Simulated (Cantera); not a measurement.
An adiabatic, constant-volume homogeneous reactor starts with CO : H2 : CH4 : O2 : N2 = 1 : 0.068 : 0.14 : 0.866 : 3.26 (molar parts), equivalence ratio 0.94, at 1050 K and 233 Torr. Integrator tolerance rtol = 1e-08.

Cantera simulation using GRI-Mech 3.0 (53 species, 325 reactions); the numbers are that mechanism's predictions, not measurements.

Q: What does this change do: constant pressure in place of constant volume?

A: 
| quantity | before | after |
|---|---|---|
| time of steepest temperature rise | 6.24 ms | 6.74 ms |
| temperature at 0.300 s | 2681 K | 2515 K |
| equilibrium temperature | 2681 K | 2515 K |
| x(CO) at 0.300 s | 0.0778 (gas-phase equilibrium 0.0778) | 0.0633 (gas-phase equilibrium 0.0633) |
| x(H2) at 0.300 s | 0.00441 (gas-phase equilibrium 0.00441) | 0.00367 (gas-phase equilibrium 0.00367) |
| x(CH4) at 0.300 s | <1e-12 (gas-phase equilibrium <1e-12) | <1e-12 (gas-phase equilibrium <1e-12) |
| x(NO) at 0.300 s | 0.0121 (gas-phase equilibrium 0.0121) | 0.00877 (gas-phase equilibrium 0.00877) |
| x(H2O2) at 0.300 s | 9.72e-8 (gas-phase equilibrium 9.72e-8) | 4.51e-8 (gas-phase equilibrium 4.51e-8) |

Q: What does this change do: CO 1 to 0.49 parts?

A: 
```json
[
 {"quantity": "time of steepest temperature rise", "before": "6.24 ms", "after": "8.50 ms"},
 {"quantity": "temperature at 0.300 s", "before": "2681 K", "after": "2534 K"},
 {"quantity": "equilibrium temperature", "before": "2681 K", "after": "2534 K"},
 {"quantity": "x(CO) at 0.300 s", "before": "0.0778 (gas-phase equilibrium 0.0778)", "after": "0.0228 (gas-phase equilibrium 0.0228)"},
 {"quantity": "x(H2) at 0.300 s", "before": "0.00441 (gas-phase equilibrium 0.00441)", "after": "0.00214 (gas-phase equilibrium 0.00214)"},
 {"quantity": "x(CH4) at 0.300 s", "before": "<1e-12 (gas-phase equilibrium <1e-12)", "after": "<1e-12 (gas-phase equilibrium <1e-12)"},
 {"quantity": "x(NO) at 0.300 s", "before": "0.0121 (gas-phase equilibrium 0.0121)", "after": "0.0130 (gas-phase equilibrium 0.0130)"},
 {"quantity": "x(H2O2) at 0.300 s", "before": "9.72e-8 (gas-phase equilibrium 9.72e-8)", "after": "1.11e-7 (gas-phase equilibrium 1.11e-7)"}
]
```
